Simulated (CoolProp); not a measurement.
Vapour-liquid equilibrium of p-xylene (1) + n-decane (2) at 0.00929 MPa; x and y are mole fractions of (1).

The numbers come from the multi-fluid Helmholtz-energy mixture model, Zhou 2012 and Lemmon 2006; pair parameters Bell 2016 in CoolProp.

**Question.** Give the bubble temperature and the first vapour's composition at x = 0.125, 0.5, 0.8. Is there an azeotrope?

**Answer.** x = 0.125: 364.8 K, y = 0.355; x = 0.5: 350.8 K, y = 0.794; x = 0.8: 343.9 K, y = 0.937. No azeotrope shows between x = 0.05 and 0.95.

Pair parameters are fitted to limited data, so mixtures are less certain than the pure fluids.
